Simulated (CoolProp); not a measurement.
Vapour-liquid equilibrium of CH2F2 (R32) (1) + R1234ze(E) (2) at 304.5 K; x and y are mole fractions of (1).

Values from CoolProp's multi-fluid Helmholtz-energy mixture model, Tillner-Roth 1997 and Thol 2016; pair parameters Bell 2023.

Problem. Give the bubble pressure and the first vapour's composition at x = 0.25, 0.35, 0.75. Is there an azeotrope?

Solution. x = 0.25: 973.7 kPa, y = 0.489; x = 0.35: 1115 kPa, y = 0.596; x = 0.75: 1646 kPa, y = 0.869. No azeotrope shows between x = 0.05 and 0.95.

Pair parameters are fitted to limited data, so mixtures are less certain than the pure fluids.
